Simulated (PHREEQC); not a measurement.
Consider water at 25 °C with 0.017 mol NiSO4 and 0.089 mol NiCl2 per kg of water. Closed to the air; pH follows from the charge balance.

Equilibrium calculation in PHREEQC: ion-association model, wateq4f.dat.

Task: The ionic strength comes out as 0.271 mol/kgw. What activity coefficients do Ni+2, NiOH+, H+, NiCl+, Ni(SO4)2-2 get?

Result: Ni+2 0.29, NiOH+ 0.74, H+ 0.79, NiCl+ 0.74, Ni(SO4)2-2 0.29.

No solid was allowed to form. Species that the database lacks are ignored.
